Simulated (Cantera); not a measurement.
An isothermal plug-flow reactor at 573 K and 0.730 atm (inlet), inlet velocity 0.19 m/s, active area per volume 220 1/m; feed 0.659 % H₂, 16.7 % O₂, 82.6 % N₂, equivalence ratio 0.020.

Computed with Cantera and Deutschmann's 1995 Pt surface mechanism with GRI-Mech 3.0 gas chemistry. Catalytic surfaces can have several steady states; this one follows from the mechanism file's or the stated starting coverage. Mass transfer to the wall is taken as infinitely fast.

One state of this run: x H₂ = 0.00217; x O₂ = 0.165; x H₂O = 0.00443; θ free Pt = 0.0210; θ O* = 0.974; θ OH* = 0.00496. x: gas mole fraction; θ: surface coverage.

Problem. Which value of z (m) does it belong to?
A. 0.00096
B. 0.021
C. 0.045
D. 0.0021

Solution. A, 0.00096
